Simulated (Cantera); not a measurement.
Charge: 1 mol B2O3, 4.2 mol H2, at 1700 °C.

Cantera equilibrium calculation (NASA polynomials, part measured and part estimated; ideal gas, pure solids and liquids). Candidate condensed phases: B, B2O3, B3O3H3, H2O; 23 gas species. Equilibrium is a limit: real reactors are often held back by kinetics, nucleation or transport.

Task: Which condensed phases are stable at each of these points (P (Pa)): 10, 32, 100, 320, 1000, 3200, 10000, 32000, 100000?

Result: 
```tsv
P (Pa)	condensed phases	B condensed (%)
10	gas only	0.0
32	gas only	0.0
100	gas only	0.0
320	gas only	0.0
1000	gas only	0.0
3200	gas only	0.0
10000	gas only	0.0
32000	B2O3(l)	15.0
100000	B2O3(l)	67.3
```

From 10.0 Pa to 0.100 bar nothing is condensed. From 0.320 bar to 1.00 bar the condensed part is B2O3(l).
